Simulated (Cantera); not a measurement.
# Adiabatic ignition

An adiabatic, constant-volume homogeneous reactor starts with CH3OH : O2 : N2 = 1 : 0.882 : 3.32 (molar parts), at 1373 K and 1.01 bar.

Model: GRI-Mech 3.0 (53 species, 325 reactions), integrated in Cantera. GRI-Mech 3.0 was tuned for natural gas; its chemistry of methanol as a main component is partial and can be far from experiment.

| t (s) | T (K) | P (bar) | x CH3OH | x O2 | x NO2 | x CH2O | x H2 | x CH2 |
|---|---|---|---|---|---|---|---|---|
| 5.00e-6 | 1373 | 1.01 | 0.192 | 0.170 | <1e-12 | 4.93e-6 | 2.40e-6 | 9.75e-9 |
| 1.45e-5 | 1373 | 1.01 | 0.192 | 0.170 | <1e-12 | 1.62e-5 | 7.52e-6 | 9.75e-9 |
| 4.19e-5 | 1373 | 1.01 | 0.192 | 0.169 | <1e-12 | 5.41e-5 | 2.41e-5 | 9.75e-9 |
| 0.000121 | 1373 | 1.01 | 0.192 | 0.169 | <1e-12 | 0.000211 | 9.16e-5 | 9.76e-9 |
| 0.000352 | 1376 | 1.02 | 0.190 | 0.168 | <1e-12 | 0.00176 | 0.000722 | 1.02e-8 |
| 0.00102 | 2834 | 2.59 | <1e-12 | 0.00162 | 1.07e-7 | 9.75e-9 | 0.0824 | 2.41e-12 |
| 0.00295 | 2828 | 2.58 | <1e-12 | 0.00151 | 2.34e-7 | 9.84e-9 | 0.0832 | 2.40e-12 |
| 0.00853 | 2827 | 2.58 | <1e-12 | 0.00151 | 2.35e-7 | 9.84e-9 | 0.0832 | 2.40e-12 |
| 0.0247 | 2827 | 2.58 | <1e-12 | 0.00151 | 2.35e-7 | 9.84e-9 | 0.0832 | 2.40e-12 |
| 0.0716 | 2827 | 2.58 | <1e-12 | 0.00151 | 2.35e-7 | 9.84e-9 | 0.0832 | 2.40e-12 |
| 0.207 | 2827 | 2.58 | <1e-12 | 0.00151 | 2.35e-7 | 9.84e-9 | 0.0832 | 2.40e-12 |
| 0.600 | 2827 | 2.58 | <1e-12 | 0.00151 | 2.35e-7 | 9.84e-9 | 0.0832 | 2.40e-12 |
x: mole fraction; the columns are a selection and need not sum to one.

```yaml
time_of_steepest_temperature_rise: 0.685 ms
temperature at 0.600 s: 2827 K
equilibrium_temperature: 2827 K
x(CH3OH) at 0.600 s: <1e-12 (gas-phase equilibrium <1e-12)
x(O2) at 0.600 s: 0.00151 (gas-phase equilibrium 0.00151)
x(NO2) at 0.600 s: 2.35e-7 (gas-phase equilibrium 2.35e-7)
```
